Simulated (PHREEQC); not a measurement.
A solution holds 0.0032 mol/kgw LiOH and 0.00012 mol/kgw CO2, at 20 °C. Closed to the air; pH follows from the charge balance.

Model: ion-association model, wateq4f.dat, run in PHREEQC.

```json
{
 "pH": "11.61",
 "ionic_strength": "0.00331 mol/kgw",
 "total_alkalinity": "3.20 meq/kg"
}
```

```csv
species,molality,activity,log γ
Li+,0.00320,0.00301,-0.026
OH-,0.00297,0.00279,-0.027
CO3-2,0.000115,8.97e-5,-0.106
HCO3-,5.52e-6,5.20e-6,-0.026
```

Precipitation was switched off in this run.
